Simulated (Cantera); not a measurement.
Adiabatic ignition

An adiabatic, constant-volume homogeneous reactor starts with CH4 : CO : O2 : N2 = 1 : 0.81 : 3.88 : 36.5 (molar parts), at 1523 K and 0.257 atm.

Detailed kinetics in Cantera: GRI-Mech 3.0 (53 species, 325 reactions).

| t (s) | T (K) | P (bar) | x CH4 | x CO | x O2 | x H | x HCO | x CH2O | x HCN |
|---|---|---|---|---|---|---|---|---|---|
| 3.00e-6 | 1523 | 0.260 | 0.0237 | 0.0192 | 0.0920 | 6.17e-9 | <1e-12 | 2.19e-11 | <1e-12 |
| 7.44e-6 | 1523 | 0.260 | 0.0237 | 0.0192 | 0.0920 | 9.96e-9 | <1e-12 | 1.63e-10 | <1e-12 |
| 1.85e-5 | 1523 | 0.260 | 0.0237 | 0.0192 | 0.0920 | 1.23e-8 | <1e-12 | 1.29e-9 | <1e-12 |
| 4.58e-5 | 1523 | 0.260 | 0.0237 | 0.0192 | 0.0920 | 1.35e-8 | <1e-12 | 1.02e-8 | <1e-12 |
| 0.000114 | 1523 | 0.260 | 0.0237 | 0.0192 | 0.0920 | 1.56e-8 | 2.08e-12 | 7.53e-8 | <1e-12 |
| 0.000282 | 1523 | 0.260 | 0.0237 | 0.0192 | 0.0920 | 2.13e-8 | 9.65e-12 | 5.48e-7 | <1e-12 |
| 0.000698 | 1523 | 0.260 | 0.0237 | 0.0192 | 0.0920 | 4.15e-8 | 8.28e-11 | 4.28e-6 | <1e-12 |
| 0.00173 | 1523 | 0.260 | 0.0236 | 0.0192 | 0.0919 | 1.96e-7 | 1.82e-9 | 4.11e-5 | <1e-12 |
| 0.00430 | 1797 | 0.312 | 0.00252 | 0.0339 | 0.0636 | 0.00197 | 3.17e-5 | 0.000389 | 5.16e-7 |
| 0.0107 | 2223 | 0.379 | <1e-12 | 0.00669 | 0.0365 | 0.00120 | 5.19e-10 | 1.15e-12 | <1e-12 |
| 0.0264 | 2283 | 0.388 | <1e-12 | 0.00369 | 0.0354 | 0.000410 | 1.16e-10 | <1e-12 | <1e-12 |
| 0.0655 | 2282 | 0.387 | <1e-12 | 0.00357 | 0.0348 | 0.000386 | 1.08e-10 | <1e-12 | <1e-12 |
| 0.163 | 2278 | 0.387 | <1e-12 | 0.00352 | 0.0339 | 0.000376 | 1.04e-10 | <1e-12 | <1e-12 |
| 0.403 | 2274 | 0.386 | <1e-12 | 0.00348 | 0.0330 | 0.000366 | 1.01e-10 | <1e-12 | 1.08e-12 |
| 1.00 | 2273 | 0.386 | <1e-12 | 0.00347 | 0.0328 | 0.000363 | 9.98e-11 | <1e-12 | 1.12e-12 |
x: mole fraction; the columns are a selection and need not sum to one.

```
Item                                                                Result
---------------------------------  ---------------------------------------
time of steepest temperature rise                                  4.30 ms
temperature at 1.00 s                                               2273 K
equilibrium temperature                                             2273 K
x(CH4) at 1.00 s                     <1e-12 (gas-phase equilibrium <1e-12)
x(CO) at 1.00 s                    0.00347 (gas-phase equilibrium 0.00347)
x(O2) at 1.00 s                      0.0328 (gas-phase equilibrium 0.0328)
```
